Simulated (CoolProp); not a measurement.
Values from CoolProp's reference Helmholtz-energy equation of state, Lemmon 2016.

Question: For R365MFC, give the phase and the cp (kJ/(kg K)), cv (kJ/(kg K)), speed of sound (m/s), Joule-Thomson coefficient (K/MPa) at 226.85 °C and 21.4 bar.

Answer: 
- 226.85 °C and 21.4 bar: gas; cp 1.43, cv 1.28, speed of sound 141, Joule-Thomson coefficient 7.43
